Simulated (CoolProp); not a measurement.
The fluid at 891.62 K and 0.519 MPa is throttled through a valve to 0.195 MPa with no heat exchange. The same conditions are run with several fluids, on thermodynamics alone (safety and materials aside).

Model: reference Helmholtz-energy equation of state of each fluid (nitrogen: Span 2000; normal hydrogen: Leachman 2009; water: Wagner 2002; carbon dioxide: Span 1996; oxygen: Schmidt 1985), in CoolProp.

| fluid | temperature change (K) | final density (kg/m³) |
|---|---|---|
| nitrogen | +0.2 | 0.736 |
| normal hydrogen | +0.2 | (withheld) |
| water | (withheld) | 0.475 |
| carbon dioxide | (withheld) | (withheld) |
| oxygen | (withheld) | (withheld) |

Question: Some entries are withheld; supply them.

Answer: 
- normal hydrogen, final density (kg/m³): 0.0530
- water, temperature change (K): -1.1
- carbon dioxide, temperature change (K): -0.2
- carbon dioxide, final density (kg/m³): 1.16
- oxygen, temperature change (K): +0.1
- oxygen, final density (kg/m³): 0.841

Above 300 K oxygen's equation is extrapolated.
